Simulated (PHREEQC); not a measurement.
1 kg of water holding 0.14 mol/kgw KCl, 0.0076 mol/kgw NaCl, 0.5 mol/kgw MgCl2 and 0.025 mol/kgw CaCl2 is evaporated at 30 °C; the solids stay in contact with the brine. CO2 from the air is kept out. Only these solids could form: Bischofite, Brucite, Carnallite, Halite, Portlandite, Sylvite, MgCl2_4H2O.

The numbers come from PHREEQC with the Pitzer model, pitzer.dat.

```
water left (kg)  ionic strength  water activity  Carnallite (mol)  Sylvite (mol)  Ca in solution (mol/kgw)  Na in solution (mol/kgw)  Mg in solution (mol/kgw)
---------------  --------------  --------------  ----------------  -------------  ------------------------  ------------------------  ------------------------
1                          1.72           0.968                 0              0                    0.0250                   0.00760                     0.500
0.8219                     2.10           0.960                 0              0                    0.0304                   0.00925                     0.608
0.6755                     2.55           0.950                 0              0                    0.0370                    0.0113                     0.740
0.5552                     3.10           0.936                 0              0                    0.0450                    0.0137                     0.901
0.4563                     3.78           0.918                 0              0                    0.0548                    0.0167                      1.10
0.375                      4.59           0.894                 0              0                    0.0667                    0.0203                      1.33
0.3082                     5.59           0.861                 0              0                    0.0811                    0.0247                      1.62
0.2533                     6.80           0.816                 0              0                    0.0987                    0.0300                      1.97
0.2082                     8.27           0.757                 0              0                     0.120                    0.0365                      2.40
0.1711                     10.1           0.679                 0              0                     0.146                    0.0444                      2.92
0.1407                     12.1           0.587                 0         0.0244                     0.178                    0.0540                      3.55
0.111                      13.7           0.510            0.0426         0.0346                     0.225                    0.0685                      4.12
0.08144                    15.0           0.446             0.126              0                     0.307                    0.0933                      4.60
```

Sylvite from water left = 0.1407 kg, last present at water left = 0.111 kg; Carnallite from water left = 0.111 kg.
